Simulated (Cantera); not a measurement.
## Adiabatic ignition

An adiabatic, constant-pressure homogeneous reactor starts with 4.28 % C2H4, 18.3 % O2, 68.8 % N2, 8.55 % H2O, equivalence ratio 0.70, at 1225 K and 1.01 bar.

Model: GRI-Mech 3.0 (53 species, 325 reactions), integrated in Cantera. GRI-Mech 3.0 was tuned for natural gas; its chemistry of ethylene as a main component is partial and can be far from experiment.

```tsv
t (s)	T (K)	x C2H4	x O2	x H2O	x CH2CO	x HCO
1.00e-6	1225	0.0428	0.183	0.0855	<1e-12	<1e-12
3.28e-6	1225	0.0428	0.183	0.0855	1.60e-11	<1e-12
1.07e-5	1225	0.0428	0.183	0.0855	2.12e-10	2.42e-12
3.51e-5	1225	0.0428	0.183	0.0855	3.29e-9	1.39e-11
0.000115	1225	0.0428	0.183	0.0855	3.04e-7	8.83e-10
0.000377	2268	<1e-12	0.0613	0.147	<1e-12	1.62e-8
0.00124	2465	<1e-12	0.0567	0.159	<1e-12	1.87e-9
0.00405	2465	<1e-12	0.0561	0.159	<1e-12	1.82e-9
0.0133	2460	<1e-12	0.0545	0.159	<1e-12	1.77e-9
0.0434	2454	<1e-12	0.0525	0.160	<1e-12	1.71e-9
0.142	2453	<1e-12	0.0522	0.160	<1e-12	1.70e-9
0.466	2453	<1e-12	0.0522	0.160	<1e-12	1.70e-9
1.53	2453	<1e-12	0.0522	0.160	<1e-12	1.70e-9
5.00	2453	<1e-12	0.0522	0.160	<1e-12	1.70e-9
```
x: mole fraction; the columns are a selection and need not sum to one.

- time of steepest temperature rise = 0.261 ms
- temperature at 5.00 s = 2453 K
- equilibrium temperature = 2453 K
- x(C2H4) at 5.00 s = <1e-12 (gas-phase equilibrium <1e-12)
- x(O2) at 5.00 s = 0.0522 (gas-phase equilibrium 0.0522)
- x(H2O) at 5.00 s = 0.160 (gas-phase equilibrium 0.160)
